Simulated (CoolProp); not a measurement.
R115 along the isobar 0.639 MPa: Z from the reference equation and from simpler models built on Tc = 353.1 K, pc = 3.129 MPa, ω = 0.248; each cubic takes its own stable root.

Computed with CoolProp (reference Helmholtz-energy equation of state, Lemmon 2016).

```
T (K)  phase  reference  van der Waals  Redlich-Kwong  Peng-Robinson
-----  -----  ---------  -------------  -------------  -------------
327.7    gas     0.9074         0.9223         0.9080         0.8965
334      gas     0.9137         0.9260         0.9133         0.9029
340.2    gas     0.9193         0.9295         0.9181         0.9087
346.5    gas     0.9244         0.9328         0.9226         0.9141
352.7    gas     0.9291         0.9358         0.9268         0.9191
359      gas     0.9335         0.9387         0.9307         0.9238
365.2    gas     0.9374         0.9414         0.9343         0.9280
371.5    gas     0.9411         0.9439         0.9377         0.9321
377.7    gas     0.9445         0.9463         0.9408         0.9358
383.9    gas     0.9476         0.9485         0.9438         0.9393
390.2    gas     0.9506         0.9507         0.9466         0.9426
```
